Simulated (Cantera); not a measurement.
Input: 1 mol Si3H8, 7.1 mol H2, held at 1148 K and 10.0 Torr.

These are equilibrium values from Cantera (NASA tables, ideal gas, pure condensed phases), not measurements of a reactor. Candidate condensed phases: Si; 9 gas species. The feed counts by its element totals alone. Kinetics and transport are ignored.

Problem. What is the equilibrium state?

Solution. 
* **x(H2)**: 1.000
* **n(Si(s))**: 3.00 mol
* **gas amount**: 11.10 mol
